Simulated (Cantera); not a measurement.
Feed: 1 mol Si, 22 mol HCl, 3.8 mol N₂, equilibrated at 2.63 Torr.

Equilibrium computed with Cantera from the NASA thermochemical tables; the gas is ideal and each condensed phase is pure. Candidate condensed phases: NH₄Cl, Si, Si₃N₄; 28 gas species. The tables' values for SiCl₃ are old estimates; treat these amounts as uncertain. Kinetics and transport are ignored.

log p: log10 of the partial pressure in bar; nothing condenses.

```json
[
 {"T (K)": "450", "log p HCl": "-2.60", "log p N₂": "-3.27", "log p H₂": "-3.55", "log p SiCl₄": "-3.85", "log p SiCl₂": "<-14"},
 {"T (K)": "550", "log p HCl": "-2.60", "log p N₂": "-3.27", "log p H₂": "-3.55", "log p SiCl₄": "-3.85", "log p SiCl₂": "<-14"},
 {"T (K)": "650", "log p HCl": "-2.60", "log p N₂": "-3.27", "log p H₂": "-3.55", "log p SiCl₄": "-3.85", "log p SiCl₂": "<-14"},
 {"T (K)": "750", "log p HCl": "-2.60", "log p N₂": "-3.27", "log p H₂": "-3.55", "log p SiCl₄": "-3.85", "log p SiCl₂": "-13.89"},
 {"T (K)": "850", "log p HCl": "-2.60", "log p N₂": "-3.27", "log p H₂": "-3.55", "log p SiCl₄": "-3.85", "log p SiCl₂": "-11.41"},
 {"T (K)": "950", "log p HCl": "-2.60", "log p N₂": "-3.27", "log p H₂": "-3.55", "log p SiCl₄": "-3.85", "log p SiCl₂": "-9.47"},
 {"T (K)": "1050", "log p HCl": "-2.60", "log p N₂": "-3.27", "log p H₂": "-3.55", "log p SiCl₄": "-3.85", "log p SiCl₂": "-7.91"},
 {"T (K)": "1150", "log p HCl": "-2.59", "log p N₂": "-3.27", "log p H₂": "-3.55", "log p SiCl₄": "-3.86", "log p SiCl₂": "-6.63"},
 {"T (K)": "1250", "log p HCl": "-2.59", "log p N₂": "-3.27", "log p H₂": "-3.56", "log p SiCl₄": "-3.88", "log p SiCl₂": "[?]"},
 {"T (K)": "1350", "log p HCl": "-2.59", "log p N₂": "-3.27", "log p H₂": "-3.59", "log p SiCl₄": "[?]", "log p SiCl₂": "[?]"},
 {"T (K)": "1450", "log p HCl": "-2.58", "log p N₂": "-3.28", "log p H₂": "-3.66", "log p SiCl₄": "-4.19", "log p SiCl₂": "-4.34"},
 {"T (K)": "1550", "log p HCl": "-2.58", "log p N₂": "-3.28", "log p H₂": "-3.74", "log p SiCl₄": "-4.54", "log p SiCl₂": "-4.10"},
 {"T (K)": "1650", "log p HCl": "-2.57", "log p N₂": "-3.29", "log p H₂": "-3.78", "log p SiCl₄": "-4.98", "log p SiCl₂": "-3.99"}
]
```

**Question.** Complete the blanks.

**Answer.** 
- 1250, log p SiCl₂: -5.59
- 1350, log p SiCl₄: -3.97
- 1350, log p SiCl₂: -4.81
